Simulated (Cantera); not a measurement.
# Ignition delay

Mixture: CH₄ : C₂H₆ : O₂ : N₂ = 1 : 0.19 : 1.9 : 12.8 (molar parts), at 1.00 bar, adiabatic and at constant pressure. Ignition delay is the time to a rise of 400 K.

Computed with Cantera and GRI-Mech 3.0 (53 species, 325 reactions).

```json
[
 {"T0 (K)": "1125", "delay (ms)": "12.7"},
 {"T0 (K)": "1200", "delay (ms)": "4.67"},
 {"T0 (K)": "1275", "delay (ms)": "2.15"},
 {"T0 (K)": "1350", "delay (ms)": "1.10"},
 {"T0 (K)": "1425", "delay (ms)": "0.577"},
 {"T0 (K)": "1500", "delay (ms)": "0.311"},
 {"T0 (K)": "1575", "delay (ms)": "0.175"},
 {"T0 (K)": "1650", "delay (ms)": "0.104"},
 {"T0 (K)": "1725", "delay (ms)": "0.0657"},
 {"T0 (K)": "1800", "delay (ms)": "0.0442"}
]
```

| Item | Value |
|---|---|
| apparent activation energy between 1650 and 1800 K | 140 kJ/mol |
